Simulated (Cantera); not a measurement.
A Cantera script and what it prints.

```python
import numpy as np
import cantera as ct

gas_names = """
    H HO2 H2 H2O H2O2 O OH O2 O3 V VO VO2
""".split()
cond_names = """
    H2O(s) H2O(L) V(cr) V(L) VO(s) VO(L) V2O3(s) V2O3(L) V2O4(I) V2O4(II) V2O4(L) V2O5(s) V2O5(L)
""".split()


# ... load() reads the species with a 1 bar reference pressure and builds the phases ...
atoms = {
    'V2O3': {'V': 2, 'O': 3},
    'H2': {'H': 2},
    'H2O': {'H': 2, 'O': 1},
}
top_T = {}  # K; cautious upper limits of use, not melting points


# ... equilibrate(T, P, feed) seeds the gas with the atoms and calls Mixture.equilibrate('TP', solver="vcs", rtol=1e-11, max_steps=5000) ...
results = []
feed = {'V2O3': 1, 'H2': 8.8, 'H2O': 1.6}  # mol
T = 1423.15  # K
P = 210000  # Pa
mix = equilibrate(T, P, feed)
results.append((T, P, feed, dict(zip(mix.species_names, mix.species_moles))))
x = sorted(zip(gas.X, gas.species_names), reverse=True)
print(f"T = {T:g} K  P = {P:g} Pa  gas = {mix.phase_moles(0):.4g} mol")
print("   x: " + "  ".join(f"{s} {v:.3e}" for v, s in x if v > 1e-06))
print("   condensed (mol): " + ("  ".join(f"{mix.phase(i).name} {mix.phase_moles(i):.4g}"
      for i in range(1, mix.n_phases) if mix.phase_moles(i) > 1e-12) or "none"))
```

Result:

```
T = 1423.15 K  P = 210000 Pa  gas = 10.4 mol
   x: H2 8.461e-01  H2O 1.538e-01  H 4.225e-06
   condensed (mol): V2O3(s) 1
```

Method: chemical equilibrium by Gibbs-energy minimisation in Cantera with the NASA 1993 tables (ideal gas, pure condensed phases). Condensed phases not in the tables: the oxides between V2O3 and V2O5 other than VO2.
